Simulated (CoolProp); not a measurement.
Computed with CoolProp (reference Helmholtz-energy equation of state, Fiedler 2023).

Q: Give the vapour pressure (bar), liquid density (kg/m³), vapour density (kg/m³), enthalpy of vaporisation (kJ/kg) of saturated tetrahydrofuran at 398.4 K.

A: 
```tsv
T (K)	p (bar)	liquid density (kg/m³)	vapour density (kg/m³)	enthalpy of vaporisation (kJ/kg)
398.4	5.01	763	12.0	367
```
